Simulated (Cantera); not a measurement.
Charge: 1 mol SiCl4, 1.1 mol Cl2, 2.9 mol H2, at 573.15 K and 1 atm.

Cantera equilibrium calculation (NASA polynomials, part measured and part estimated; ideal gas, pure solids and liquids). Candidate condensed phases: Si; 19 gas species. The numbers say what is thermodynamically allowed, not how fast it happens.

Base state: HCl 0.440, H2 0.360, SiCl4 0.200 (mole fractions); condensed: gas only.

### Question
What changes in the equilibrium state with this change: temperature from 573.15 K to 1298 K?

### Answer
| species | before | after |
|---|---|---|
| HCl | 0.440 | 0.450 |
| H2 | 0.360 | 0.350 |
| SiCl4 | 0.200 | 0.189 |
| SiCl3 | <1e-9 | 0.00365 |
| SiCl2 | <1e-9 | 0.000423 |
The tables' values for SiCl3 are old estimates; treat these amounts as uncertain.
